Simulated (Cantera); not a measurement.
An isothermal, constant-pressure homogeneous reactor starts with NH₃ : H₂ = 2.7 : 22 (molar parts), at 2423 K and 10.00 Torr.

Cantera simulation using the gas-phase N/H chemistry of the illustrative SiF4/NH3 mechanism in the Surface Chemkin manual (1991); the numbers are that mechanism's predictions, not measurements. Walls and surfaces, which speed up NH3 decomposition in real reactors, are not modelled.

x: mole fraction; the columns are a selection and need not sum to one.

| t (s) | x NH₃ | x H₂ | x N₂ | x N₂H₂ | x NH | x N₂H₄ |
|---|---|---|---|---|---|---|
| 5.00e-6 | 0.109 | 0.891 | <1e-12 | <1e-12 | 4.90e-11 | <1e-12 |
| 1.45e-5 | 0.109 | 0.891 | <1e-12 | 5.21e-12 | 8.41e-10 | <1e-12 |
| 4.19e-5 | 0.109 | 0.891 | 1.31e-11 | 5.49e-11 | 1.17e-8 | <1e-12 |
| 0.000121 | 0.109 | 0.891 | 1.04e-9 | 5.76e-10 | 1.26e-7 | 1.05e-12 |
| 0.000351 | 0.109 | 0.890 | 7.53e-8 | 6.88e-9 | 1.15e-6 | 8.55e-12 |
| 0.00102 | 0.109 | 0.890 | 4.87e-6 | 1.01e-7 | 9.55e-6 | 6.90e-11 |
| 0.00294 | 0.107 | 0.888 | 0.000259 | 1.32e-6 | 6.25e-5 | 4.50e-10 |
| 0.00851 | 0.0986 | 0.892 | 0.00394 | 3.07e-6 | 0.000118 | 7.90e-10 |
| 0.0246 | 0.0744 | 0.905 | 0.0150 | 2.28e-6 | 0.000109 | 5.45e-10 |
| 0.0713 | ___ | 0.926 | ___ | ___ | ___ | 1.84e-10 |
| 0.206 | ___ | 0.933 | 0.0480 | ___ | ___ | 3.51e-12 |
| 0.597 | 2.87e-6 | 0.883 | 0.0476 | 5.87e-12 | 1.09e-6 | <1e-12 |
| 1.73 | 8.25e-8 | 0.824 | 0.0461 | <1e-12 | 1.26e-7 | <1e-12 |
| 5.00 | 2.84e-8 | 0.815 | 0.0458 | <1e-12 | 5.12e-8 | <1e-12 |

**Question.** Some entries are withheld; supply them.

**Answer.** 
- 0.0713, x NH₃: 0.0328
- 0.0713, x N₂: 0.0339
- 0.0713, x N₂H₂: 9.61e-7
- 0.0713, x NH: 8.51e-5
- 0.206, x NH₃: 0.00166
- 0.206, x N₂H₂: 4.13e-8
- 0.206, x NH: 3.31e-5
